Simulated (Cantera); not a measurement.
Input: 1 mol Si, 2.8 mol F2, 31 mol N2, equilibrated at 640 Pa.

Method: chemical equilibrium by Gibbs-energy minimisation in Cantera with the NASA 1993 tables (ideal gas, pure condensed phases). Candidate condensed phases: Si, Si3N4; 16 gas species. Equilibrium is a limit: real reactors are often held back by kinetics, nucleation or transport. All values below are at 675 K.

Base state: N2 0.948, SiF4 0.0307, F2 0.0131, NF3 0.00725, F 0.00123 (mole fractions); condensed: gas only.

Question: What changes in the equilibrium state with this change: pressure from 640 Pa to 1.70 Pa?

Answer: 
```
species   before    after
-------  -------  -------
N2         0.948    0.934
SiF4      0.0307   0.0301
F        0.00123   0.0232
NF3      0.00725  1.78e-5
F2        0.0131   0.0125
```
